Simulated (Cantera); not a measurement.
A jet of CH4 : O2 : N2 = 0.062 : 0.11 : 0.79 (molar parts) at 300 K and 0.188 atm hits a platinum plate 2.9 cm away at a mass flux of 0.061 kg/m²/s; the plate temperature is set and raised in steps from an oxygen-covered start.

Cantera simulation using Deutschmann's 1995 Pt surface mechanism with GRI-Mech 3.0 gas chemistry; the numbers are that mechanism's predictions, not measurements. Catalytic surfaces can have several steady states; this one follows from the mechanism file's or the stated starting coverage.

x: mole fraction at the wall; θ: surface coverage.

```csv
plate T (K),wall x CH4,wall x O2,wall x H2O,wall x OH,wall x CO,wall x CO2,θ free Pt,θ H*,θ CO*,θ C*
950,0.00493,0.00246,0.109,<1e-8,0.0288,0.0395,0.667,0.000261,0.330,0.00291
1000,0.00368,0.00194,0.111,<1e-8,0.0324,0.0366,0.775,0.000494,0.222,0.00280
1050,(withheld),(withheld),0.111,<1e-8,0.0330,0.0365,0.864,(withheld),(withheld),(withheld)
1100,0.00268,0.00153,0.109,<1e-8,0.0318,0.0383,0.923,(withheld),(withheld),(withheld)
1150,0.00253,0.00149,0.107,2.15e-8,0.0291,0.0416,0.958,0.00110,0.0395,0.000863
1200,0.00249,0.00150,0.104,5.00e-8,0.0257,0.0456,0.978,0.00116,0.0206,0.000494
```

Complete the blanks.


- 1050, wall x CH4: 0.00301
- 1050, wall x O2: 0.00166
- 1050, θ H*: 0.000756
- 1050, θ CO*: 0.133
- 1050, θ C*: 0.00216
- 1100, θ H*: 0.000974
- 1100, θ CO*: 0.0744
- 1100, θ C*: 0.00144
